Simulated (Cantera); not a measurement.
What does this Cantera script print?

```python
import numpy as np
import cantera as ct

gas = ct.Solution("gri30.yaml")
gas.TPX = 625, 500000, {'CH4': 1, 'H2': 0.13, 'O2': 1.59, 'N2': 3.97}
flame = ct.FreeFlame(gas, width=0.013)
flame.set_refine_criteria(ratio=3, slope=0.08, curve=0.16)
flame.transport_model = "mixture-averaged"
flame.solve(loglevel=0, auto=True)
flame.transport_model = "multicomponent"
flame.soret_enabled = False
flame.solve(loglevel=0, refine_grid=True)
z, T = flame.grid, flame.T
thick = (T[-1] - T[0]) / np.gradient(T, z).max()
show = ['CH4', 'H2', 'O2', 'C2H', 'HO2', 'C2H6']
print(f"laminar burning velocity  {flame.velocity[0] * 100:.3f} cm/s")
print(f"burnt temperature         {T[-1]:.1f} K")
print(f"thermal thickness         {thick * 1e3:.4f} mm")
print(f"grid points               {len(z)}")
z0 = z[flame.heat_release_rate.argmax()]
print(f"{'z/mm':>9s}{'T/K':>9s}{'u/(m/s)':>9s}" + "".join(f"{s:>11s}" for s in show))
rows = []
for k in (-3, -2, -1.5, -1, -0.5, -0.25, 0, 0.25, 0.5, 1, 2, 4, 8):
    zz = z0 + k * thick
    rows.append([k * thick, np.interp(zz, z, T), np.interp(zz, z, flame.velocity),
                 *(np.interp(zz, z, flame.X[gas.species_index(s)]) for s in show)])
    print(f"{rows[-1][0] * 1e3:9.3f}{rows[-1][1]:9.1f}{rows[-1][2]:9.3f}" + "".join(f"{x:11.3e}" for x in rows[-1][3:]))
```

Output:

```
laminar burning velocity  141.861 cm/s
burnt temperature         2625.9 K
thermal thickness         0.0660 mm
grid points               154
     z/mm      T/K  u/(m/s)        CH4         H2         O2        C2H        HO2       C2H6
   -0.198    625.3    1.421  1.492e-01  2.086e-02  2.373e-01 -3.256e-18  1.192e-07  4.230e-08
   -0.132    628.5    1.433  1.486e-01  2.396e-02  2.363e-01  1.217e-17  1.848e-06  1.078e-06
   -0.099    641.3    1.468  1.472e-01  2.793e-02  2.346e-01 -1.748e-17  9.669e-06  8.090e-06
   -0.066    735.2    1.701  1.399e-01  3.625e-02  2.260e-01  2.985e-15  7.749e-05  1.212e-04
   -0.033   1246.8    2.955  9.919e-02  5.025e-02  1.776e-01  7.479e-10  2.710e-04  1.475e-03
   -0.017   1723.7    4.157  5.578e-02  5.771e-02  1.223e-01  1.419e-07  2.960e-04  1.612e-03
    0.000   2158.3    5.286  1.640e-02  6.090e-02  6.121e-02  3.730e-06  1.214e-04  2.099e-04
    0.017   2383.3    5.865  2.404e-03  5.779e-02  2.400e-02  6.840e-06  2.650e-05  4.329e-06
    0.033   2459.1    6.041  2.633e-04  5.457e-02  9.544e-03  2.121e-06  8.417e-06  6.267e-08
    0.066   2506.0    6.128  3.926e-06  5.340e-02  3.072e-03  5.512e-08  3.393e-06  1.753e-11
    0.132   2549.5    6.213  6.371e-09  5.372e-02  1.656e-03  1.237e-10  1.982e-06  2.160e-16
    0.264   2590.3    6.298  2.678e-12  5.352e-02  1.006e-03  2.883e-14  1.125e-06 -9.670e-17
    0.528   2617.1    6.353  1.957e-12  5.330e-02  6.307e-04  3.080e-16  6.530e-07  1.182e-16
```

Computed with Cantera and GRI-Mech 3.0 (53 species, 325 reactions). Burning velocities carry a grid error of a few per cent, more on coarse grids.
